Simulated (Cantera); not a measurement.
Charge: 1 mol Si, 2.3 mol HCl, 1.2 mol N2, held at 7.40 Pa.

Method: chemical equilibrium by Gibbs-energy minimisation in Cantera with the NASA 1993 tables (ideal gas, pure condensed phases). Candidate condensed phases: NH4Cl, Si, Si3N4; 28 gas species. N2 is the only nitrogen source here; it is nearly inert below about 1500 K, so the nitride shown seldom forms there in practice. The tables' values for SiCl3 are old estimates; treat these amounts as uncertain. Equilibrium is a limit: real reactors are often held back by kinetics, nucleation or transport. All values below are at 950 K.

Base state: HCl 0.497, N2 0.250, H2 0.169, SiCl4 0.0841, SiCl3 0.000328, SiHCl3 0.000131, SiCl2 4.26e-5 (mole fractions); condensed: Si3N4(s).

Question: What changes in the equilibrium state with this change: pressure from 7.40 Pa to 53000 Pa?

Answer: 
```tsv
species	before	after
HCl	0.497	0.332
N2	0.250	0.282
H2	0.169	0.257
SiCl4	0.0841	0.128
NH3	2.12e-9	3.03e-5
SiCl2	4.26e-5	3.10e-8
Si3N4(s), mol	0.256	0.217
```

Question: What changes in the equilibrium state with this change: pressure from 7.40 Pa to 100000 Pa?

Answer: 
| species | before | after |
|---|---|---|
| HCl | 0.497 | 0.321 |
| N2 | 0.250 | 0.284 |
| H2 | 0.169 | 0.263 |
| SiCl4 | 0.0841 | 0.131 |
| NH3 | 2.12e-9 | 5.93e-5 |
| SiCl2 | 4.26e-5 | 1.84e-8 |
| Si3N4(s), mol | 0.256 | 0.214 |
